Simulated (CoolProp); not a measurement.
Properties of C2F6 (R116) along the isobar 2.06 bar.

Model: reference Helmholtz-energy equation of state, Lemmon 2006, in CoolProp. It is a short technical equation, of lower accuracy than the large ones.

```json
[
 {"T (°C)": "-8.85", "phase": "gas", "Z": "[?]", "cp (kJ/(kg K))": "0.7309", "cv (kJ/(kg K))": "[?]", "expansivity (1/kK)": "4.224", "viscosity (µPa s)": "12.5", "conductivity (mW/(m K))": "12.3"},
 {"T (°C)": "3.55", "phase": "gas", "Z": "0.9721", "cp (kJ/(kg K))": "0.7492", "cv (kJ/(kg K))": "0.6805", "expansivity (1/kK)": "3.972", "viscosity (µPa s)": "13.1", "conductivity (mW/(m K))": "13.2"},
 {"T (°C)": "15.85", "phase": "gas", "Z": "0.9760", "cp (kJ/(kg K))": "0.7674", "cv (kJ/(kg K))": "[?]", "expansivity (1/kK)": "3.755", "viscosity (µPa s)": "13.7", "conductivity (mW/(m K))": "14.1"},
 {"T (°C)": "28.25", "phase": "gas", "Z": "0.9793", "cp (kJ/(kg K))": "0.7855", "cv (kJ/(kg K))": "[?]", "expansivity (1/kK)": "3.563", "viscosity (µPa s)": "14.3", "conductivity (mW/(m K))": "15.1"},
 {"T (°C)": "40.65", "phase": "gas", "Z": "0.9820", "cp (kJ/(kg K))": "0.8034", "cv (kJ/(kg K))": "0.7375", "expansivity (1/kK)": "3.393", "viscosity (µPa s)": "14.9", "conductivity (mW/(m K))": "16.0"},
 {"T (°C)": "52.95", "phase": "gas", "Z": "0.9843", "cp (kJ/(kg K))": "0.8207", "cv (kJ/(kg K))": "0.7554", "expansivity (1/kK)": "3.241", "viscosity (µPa s)": "15.4", "conductivity (mW/(m K))": "17.0"},
 {"T (°C)": "65.35", "phase": "gas", "Z": "0.9863", "cp (kJ/(kg K))": "0.8376", "cv (kJ/(kg K))": "0.7730", "expansivity (1/kK)": "3.104", "viscosity (µPa s)": "16.0", "conductivity (mW/(m K))": "18.0"},
 {"T (°C)": "77.65", "phase": "gas", "Z": "0.9880", "cp (kJ/(kg K))": "0.8540", "cv (kJ/(kg K))": "0.7898", "expansivity (1/kK)": "2.979", "viscosity (µPa s)": "16.5", "conductivity (mW/(m K))": "18.9"},
 {"T (°C)": "90.05", "phase": "gas", "Z": "0.9894", "cp (kJ/(kg K))": "0.8699", "cv (kJ/(kg K))": "0.8061", "expansivity (1/kK)": "2.865", "viscosity (µPa s)": "17.1", "conductivity (mW/(m K))": "19.9"},
 {"T (°C)": "102.45", "phase": "gas", "Z": "0.9907", "cp (kJ/(kg K))": "0.8854", "cv (kJ/(kg K))": "[?]", "expansivity (1/kK)": "2.759", "viscosity (µPa s)": "17.6", "conductivity (mW/(m K))": "20.9"},
 {"T (°C)": "114.75", "phase": "gas", "Z": "0.9918", "cp (kJ/(kg K))": "0.9001", "cv (kJ/(kg K))": "0.8369", "expansivity (1/kK)": "2.663", "viscosity (µPa s)": "18.1", "conductivity (mW/(m K))": "21.8"},
 {"T (°C)": "127.15", "phase": "gas", "Z": "0.9928", "cp (kJ/(kg K))": "0.9145", "cv (kJ/(kg K))": "0.8515", "expansivity (1/kK)": "2.573", "viscosity (µPa s)": "18.7", "conductivity (mW/(m K))": "22.8"},
 {"T (°C)": "139.45", "phase": "gas", "Z": "0.9936", "cp (kJ/(kg K))": "0.9281", "cv (kJ/(kg K))": "0.8654", "expansivity (1/kK)": "2.490", "viscosity (µPa s)": "19.2", "conductivity (mW/(m K))": "23.8"},
 {"T (°C)": "151.85", "phase": "gas", "Z": "0.9944", "cp (kJ/(kg K))": "0.9414", "cv (kJ/(kg K))": "[?]", "expansivity (1/kK)": "2.411", "viscosity (µPa s)": "19.7", "conductivity (mW/(m K))": "24.7"}
]
```

Q: Fill in the missing entries.

A: 
- -8.85, Z: 0.9673
- -8.85, cv (kJ/(kg K)): 0.6607
- 15.85, cv (kJ/(kg K)): 0.6999
- 28.25, cv (kJ/(kg K)): 0.7189
- 102.45, cv (kJ/(kg K)): 0.8219
- 151.85, cv (kJ/(kg K)): 0.8788

Viscosity comes from a separate model (Huber 2003), an estimate that may be off by 10 % or more. Thermal conductivity comes from a separate model (Huber 2003), an estimate that may be off by 10 % or more.
